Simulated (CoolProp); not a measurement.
Properties of hexamethyldisiloxane (MM) at several states.

Computed with CoolProp (reference Helmholtz-energy equation of state, Thol 2016).

```tsv
T (K)	p (kPa)	phase	Z	speed of sound (m/s)	Joule-Thomson coefficient (K/MPa)	expansivity (1/kK)
330.6	19	gas	0.9819	130.1	41.02	3.248
612.4	43.3	gas	0.9956	178.4	(withheld)	1.661
563.1	103	gas	0.9857	(withheld)	(withheld)	1.871
405.2	1280	liquid	0.09649	531.9	-0.1197	(withheld)
256.3	177	liquid	(withheld)	1028	-0.4663	(withheld)
```

### Question
Fill in the missing entries.

### Answer

- 612.4, Joule-Thomson coefficient (K/MPa): 5.438
- 563.1, speed of sound (m/s): 169.5
- 563.1, Joule-Thomson coefficient (K/MPa): 6.861
- 405.2, expansivity (1/kK): 2.051
- 256.3, Z: 0.01679
- 256.3, expansivity (1/kK): 1.270
